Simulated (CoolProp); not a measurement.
Properties of m-xylene along the isobar 838 kPa (Tc = 616.9 K, pc = 3535 kPa, ω = 0.326).

The numbers come from the reference Helmholtz-energy equation of state, Zhou 2012 in CoolProp.

| T (K) | phase | density (kg/m³) | cv (kJ/(kg K)) | isothermal compressibility (1/MPa) | conductivity (mW/(m K)) |
|---|---|---|---|---|---|
| 284.3 | liquid | 872.3 | 1.273 | 0.0007785 | 134 |
| 307.3 | liquid | 852.6 | 1.337 | 0.0009151 | 128 |
| 330.2 | liquid | 832.7 | 1.407 | 0.001083 | 122 |
| 353.1 | liquid | [?] | 1.480 | 0.001293 | 116 |
| 376.1 | liquid | 791.2 | 1.556 | [?] | 110 |
| 399 | liquid | 769.4 | 1.632 | 0.001896 | 104 |
| 421.9 | liquid | 746.8 | 1.707 | 0.002338 | [?] |
| 444.9 | liquid | 722.8 | 1.781 | 0.002938 | 93.9 |
| 467.8 | liquid | 697.3 | 1.852 | 0.003785 | 89.2 |
| 490.7 | liquid | [?] | 1.921 | 0.005063 | 85.0 |

What belongs in the gaps?


- 353.1, density (kg/m³): 812.2
- 376.1, isothermal compressibility (1/MPa): 0.001558
- 421.9, conductivity (mW/(m K)): 99.0
- 490.7, density (kg/m³): 669.6

Thermal conductivity comes from a separate model (Mylona 2014).
